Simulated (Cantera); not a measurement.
A Cantera script and its output.

```python
import numpy as np
import cantera as ct

gas = ct.Solution("gri30.yaml")
gas.TPX = 1575, 18000, {'CH4': 0.046, 'H2': 1, 'N2': 0.009}
reactor = ct.IdealGasConstPressureReactor(gas, energy="off", clone=False)
net = ct.ReactorNet([reactor])
net.rtol, net.atol = 1e-08, 1e-18
show = ['CH4', 'H2', 'CH3', 'HCN', 'C2H6']
times = np.geomspace(7e-06, 2, 13)

steps = ct.SolutionArray(gas, extra=["t"])
rows = []
print(f"{'t/s':>10s}{'T/K':>9s}{'P/Pa':>11s}" + "".join(f"{s:>11s}" for s in show))
for t in times:
    while net.time < t:
        t_next = net.step()
        steps.append(gas.state, t=t_next)
    rows.append([np.interp(t, steps.t, y) for y in (steps.T, steps.P, *steps(*show).X.T)])
    print(f"{t:10.3e}{rows[-1][0]:9.1f}{rows[-1][1]:11.4g}" + "".join(f"{x:11.3e}" for x in rows[-1][2:]))
rate = np.gradient(steps.T, steps.t)
print("integrator steps:", len(steps.t))
if steps.T.max() > steps.T[0] + 200:
    print(f"time of steepest temperature rise: {steps.t[rate.argmax()]:.4e} s")
gas.TPX = 1575, 18000, {'CH4': 0.046, 'H2': 1, 'N2': 0.009}
gas.equilibrate("TP")
print(f"equilibrium (TP): T = {gas.T:.1f} K  " + "  ".join(f"{s} {gas[s].X[0]:.3e}" for s in show))
```

Output:

```
       t/s      T/K       P/Pa        CH4         H2        CH3        HCN       C2H6
 7.000e-06   1575.0    1.8e+04  4.360e-02  9.479e-01  1.295e-07  1.448e-21  5.234e-14
 1.994e-05   1575.0    1.8e+04  4.360e-02  9.479e-01  3.662e-07  1.172e-20  1.217e-12
 5.681e-05   1575.0    1.8e+04  4.360e-02  9.479e-01  1.040e-06  9.719e-20  2.812e-11
 1.618e-04   1575.0    1.8e+04  4.360e-02  9.479e-01  2.959e-06  9.549e-19  6.326e-10
 4.610e-04   1575.0    1.8e+04  4.359e-02  9.479e-01  8.392e-06  1.885e-17  1.329e-08
 1.313e-03   1575.0    1.8e+04  4.358e-02  9.478e-01  2.324e-05  8.523e-16  2.248e-07
 3.742e-03   1575.0    1.8e+04  4.353e-02  9.478e-01  5.527e-05  3.798e-14  1.840e-06
 1.066e-02   1575.0    1.8e+04  4.342e-02  9.478e-01  7.856e-05  5.635e-13  3.728e-06
 3.037e-02   1575.0    1.8e+04  4.312e-02  9.480e-01  7.920e-05  2.563e-12  3.791e-06
 8.651e-02   1575.0    1.8e+04  4.229e-02  9.484e-01  7.781e-05  8.226e-12  3.660e-06
 2.464e-01   1575.0    1.8e+04  4.007e-02  9.496e-01  7.409e-05  2.390e-11  3.319e-06
 7.021e-01   1575.0    1.8e+04  3.482e-02  9.524e-01  6.517e-05  6.522e-11  2.577e-06
 2.000e+00   1575.0    1.8e+04  2.531e-02  9.574e-01  4.855e-05  1.629e-10  1.472e-06
integrator steps: 422
equilibrium (TP): T = 1575.0 K  CH4 8.021e-03  H2 9.666e-01  CH3 1.633e-05  HCN 4.810e-03  C2H6 2.992e-07
```

Detailed kinetics in Cantera: GRI-Mech 3.0 (53 species, 325 reactions). GRI-Mech 3.0 stops at C3 and has no aromatics, soot or wall deposition, so with more carbon than oxygen in the feed, carbon stays in small species such as C2H2 where larger ones or solid carbon would form.
